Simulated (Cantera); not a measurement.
**Thermodynamics of aluminium nitride and oxide growth, feed AlCl3 + NH3 + N2**

Charge: 1 mol AlCl3, 26 mol NH3, a varied amount of N2, equilibrated at 1750 K and 0.0830 bar.

Cantera equilibrium calculation (NASA polynomials, part measured and part estimated; ideal gas, pure solids and liquids). Candidate condensed phases: Al, AlCl3, AlN, NH4Cl; 20 gas species. The tables' values for AlCl2 are old estimates; treat these amounts as uncertain. Kinetics and transport are ignored.

| n(N2) (mol) | x N2 | x H2 | x HCl | x AlCl |
|---|---|---|---|---|
| 3.6 | 0.289 | 0.663 | 0.0307 | 0.0143 |
| 6.1 | 0.318 | 0.635 | 0.0295 | 0.0138 |
| 10 | 0.360 | 0.596 | 0.0278 | 0.0130 |
| 18 | 0.431 | 0.530 | 0.0249 | 0.0117 |
| 30 | 0.512 | 0.454 | 0.0215 | 0.0102 |
| 52 | 0.614 | 0.359 | 0.0173 | 0.00820 |
| 89 | 0.713 | 0.266 | 0.0130 | 0.00620 |
| 150 | 0.799 | 0.186 | 0.00923 | 0.00444 |
| 260 | 0.869 | 0.121 | 0.00608 | 0.00294 |
| 440 | 0.917 | 0.0769 | 0.00390 | 0.00190 |
x: gas mole fraction; nothing condenses.

From 3.6 mol N2 to 440 mol N2 nothing is condensed. The main Al-bearing gas is AlCl throughout.
